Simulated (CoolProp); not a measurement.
Octamethylcyclotetrasiloxane (D4) at several states: fugacity coefficient from the reference equation and from simpler models built on Tc = 313.4 °C, pc = 13.47 bar, ω = 0.598; each cubic takes its own stable root.

Computed with CoolProp (reference Helmholtz-energy equation of state, Thol 2015).

| T (°C) | p (bar) | phase | reference | van der Waals | Redlich-Kwong | Peng-Robinson |
|---|---|---|---|---|---|---|
| 249.55 | 0.194 | gas | 0.9922 | 0.9944 | 0.9932 | 0.9918 |
| 293.75 | 0.144 | gas | 0.9957 | 0.9966 | 0.9960 | 0.9954 |
| 301.25 | 14.2 | liquid | 0.5617 | 0.6389 | 0.5985 | 0.5585 |
| 126.55 | 0.664 | liquid | 0.3498 | 0.9643 | 0.9515 | 0.3609 |
| 178.35 | 39.4 | liquid | 0.03763 | 0.1633 | 0.08638 | 0.03744 |
| 89.65 | 0.273 | liquid | 0.2044 | 0.9818 | 0.9741 | 0.2214 |

At some of these states van der Waals, Redlich-Kwong gives the other phase, because its saturation line lies elsewhere.
